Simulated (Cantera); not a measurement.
An isothermal, constant-pressure homogeneous reactor starts with N2O : O2 = 1 : 0.33 (molar parts), at 1525 K and 12.0 Torr.

Detailed kinetics in Cantera: GRI-Mech 3.0 (53 species, 325 reactions). GRI-Mech 3.0 was tuned for natural gas; its chemistry of N2O as a main component is partial and can be far from experiment. Radical loss at walls, strong at low pressure, is not modelled. The temperature is held fixed by assumption; the heat of reaction is taken as removed at once.

Problem. Predict: x(N2O) at 100 s; x(O2) at 100 s; x(N2) at 100 s; x(NO2) at 100 s; x(NO) at 100 s.

Solution. 
| Property | Value |
|---|---|
| x(N2O) at 100 s | 4.91e-6 (gas-phase equilibrium 1.09e-8) |
| x(O2) at 100 s | 0.384 (gas-phase equilibrium 0.453) |
| x(N2) at 100 s | 0.477 (gas-phase equilibrium 0.546) |
| x(NO2) at 100 s | 0.000118 (gas-phase equilibrium 1.56e-6) |
| x(NO) at 100 s | 0.140 (gas-phase equilibrium 0.00169) |
